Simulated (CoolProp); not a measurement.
A simple Rankine cycle with R142b: condensing at 316.15 K, boiler at 2.75 MPa, turbine inlet 428.2 K, turbine efficiency 0.65, pump efficiency 0.8, no recuperator. Each further row changes one setting.

Computed with CoolProp (reference Helmholtz-energy equation of state, Lemmon 2006). It is a short technical equation, of lower accuracy than the large ones.

| case | thermal efficiency (%) | net work (kJ/kg) | heat in (kJ/kg) | turbine exit temperature (K) | volume ratio over the turbine |
|---|---|---|---|---|---|
| as stated | 9.4 | 25.9 | 275 | 376.5 | 5.23 |
| turbine inlet 448.2 K | 9.4 | 28.3 | 300 | 398.8 | 5.07 |
| condensing temperature 308.15 K | 10.4 | 29.8 | 286 | 371.1 | 6.51 |
| boiler pressure 1.92 MPa | 7.7 | 22.0 | 287 | 391.9 | 3.46 |
| turbine efficiency 0.55 | 7.8 | 21.5 | 275 | 380.9 | 5.30 |
